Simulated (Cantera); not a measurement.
Standard-state values (1 bar) from the NASA 1993 polynomials, evaluated with Cantera. Values are per mole of reaction as written; species without (g) are pure solids or liquids, kept so even where they would boil at 1 bar.

N₂O(g) + 2 TaO₂(g) → 2 N(g) + Ta₂O₅, with ΔH° = -780.5 kJ and ΔS° = -330.5 J/K at 300 K.

### Question
How far is the shortcut ΔG° ≈ ΔH°(300 K) − T·ΔS°(300 K) from the full temperature-dependent value at 448, 548, 648, 748, 848, 948 K?

### Answer
```
T (K)  shortcut (kJ)  full (kJ)  difference (kJ)  difference in log10 K
-----  -------------  ---------  ---------------  ---------------------
448           -632.4     -634.0              1.6                  -0.19
548           -599.4     -603.6              4.2                  -0.40
648           -566.3     -574.0              7.7                  -0.62
748           -533.3     -545.3             12.0                  -0.84
848           -500.3     -517.4             17.1                  -1.06
948           -467.2     -490.1             22.9                  -1.26
```
The shortcut ignores the heat-capacity change of the reaction.
